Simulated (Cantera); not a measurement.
An isothermal, constant-pressure homogeneous reactor starts with NH3 : H2 = 1 : 2.6 (molar parts), at 2100 K and 57.8 Torr. Integrator tolerance rtol = 1e-08.

Detailed kinetics in Cantera: the gas-phase N/H chemistry of the illustrative SiF4/NH3 mechanism in the Surface Chemkin manual (1991). Walls and surfaces, which speed up NH3 decomposition in real reactors, are not modelled.

Question: What does this change do: temperature 2100 to 1700 K?

Answer: 
```
quantity                                            before                                     after
-----------------  ---------------------------------------  ----------------------------------------
x(NH3) at 6.00 s   3.99e-6 (gas-phase equilibrium 3.59e-7)     0.191 (gas-phase equilibrium 7.69e-7)
x(H2) at 6.00 s        0.881 (gas-phase equilibrium 0.881)       0.775 (gas-phase equilibrium 0.891)
x(N2) at 6.00 s        0.108 (gas-phase equilibrium 0.108)      0.0341 (gas-phase equilibrium 0.109)
x(N2H2) at 6.00 s    <1e-12 (gas-phase equilibrium <1e-12)    2.08e-7 (gas-phase equilibrium <1e-12)
x(N) at 6.00 s     4.68e-8 (gas-phase equilibrium 4.21e-9)  5.35e-8 (gas-phase equilibrium 6.58e-12)
```
